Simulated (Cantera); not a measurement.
Input: 1 mol NF₃, 0.97 mol O₂, 4.4 mol H₂, held at 2075 K and 10.0 Torr.

Method: chemical equilibrium by Gibbs-energy minimisation in Cantera with the NASA 1993 tables (ideal gas, pure condensed phases). Candidate condensed phases: H₂O; 40 gas species. Kinetics and transport are ignored.

Base state: HF 0.466, H₂O 0.299, H₂ 0.146, N₂ 0.0777, H 0.00882, OH 0.00206, O 8.92e-5, O₂ 7.80e-5 (mole fractions); condensed: gas only.

Question: What changes in the equilibrium state with this change: NF₃ replaced by N₂O?

Answer: 
```json
[
 {"species": "H₂O", "before": "0.299", "after": "0.537"},
 {"species": "H₂", "before": "0.146", "after": "0.264"},
 {"species": "N₂", "before": "0.0777", "after": "0.184"},
 {"species": "HF", "before": "0.466", "after": "0"},
 {"species": "H", "before": "0.00882", "after": "0.0119"},
 {"species": "F", "before": "1.55e-5", "after": "0"},
 {"species": "NO", "before": "5.65e-5", "after": "8.64e-5"},
 {"species": "OH", "before": "0.00206", "after": "0.00275"},
 {"species": "O₂", "before": "7.80e-5", "after": "7.71e-5"}
]
```
